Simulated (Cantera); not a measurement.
Charge: 1 mol Si, 0.92 mol Cl2, 14 mol H2, at 13300 Pa.

Cantera equilibrium calculation (NASA polynomials, part measured and part estimated; ideal gas, pure solids and liquids). Candidate condensed phases: Si; 19 gas species. The tables' values for SiCl3 are old estimates; treat these amounts as uncertain. Equilibrium is a limit: real reactors are often held back by kinetics, nucleation or transport. All values below are at 1248 K.

Base state: H2 0.922, HCl 0.0543, SiCl2 0.00803, SiCl4 0.00779, SiHCl3 0.00466, SiCl3 0.00294, SiH2Cl2 0.000378 (mole fractions); condensed: Si(s).

Q: What changes in the equilibrium state with this change: pressure from 13300 Pa to 1800000 Pa?

A: 
```csv
species,before,after
H2,0.922,0.947
SiHCl3,0.00466,0.0189
HCl,0.0543,0.0170
SiH4,8.03e-8,1.14e-5
SiH3Cl,8.52e-6,0.000371
"Si(s), mol",0.650,0.484
```
Gases not in the tables: Si2H6 and higher silanes.
